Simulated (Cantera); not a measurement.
Diamond growth

A diamond (100) surface in a fixed gas of H2 with x(CH4) = 0.0024, x(H) = 0.048, at 1023 K, 0.0170 bar; coverages are run to steady state.

Computed with Cantera and the Harris–Goodwin 1993 mechanism for the reconstructed diamond (100) surface.

```csv
x(CH3),growth (µm/h),θ c6HH,θ c6H*,θ c6*H,θ c6**,θ c6HM
1e-06,0.00984,0.576,0.0206,0.392,0.0116,1.02e-5
2.1e-06,0.0207,0.576,0.0206,0.392,0.0116,2.14e-5
4.5e-06,0.0443,0.576,0.0206,0.392,0.0116,4.59e-5
9.6e-06,0.0945,0.576,0.0206,0.392,0.0116,9.78e-5
2e-05,0.197,0.576,0.0206,0.392,0.0116,0.000204
4.3e-05,0.423,0.575,0.0206,0.392,0.0115,0.000438
9.2e-05,0.904,0.575,0.0206,0.392,0.0115,0.000936
0.0002,1.96,0.574,0.0205,0.391,0.0115,0.00203
0.00042,4.11,0.572,0.0205,0.390,0.0115,0.00425
```
θ: site fractions in the mechanism's names (c6HH fully hydrogenated, c6H* and c6*H radical sites, c6** diradical, c6HM methylated).
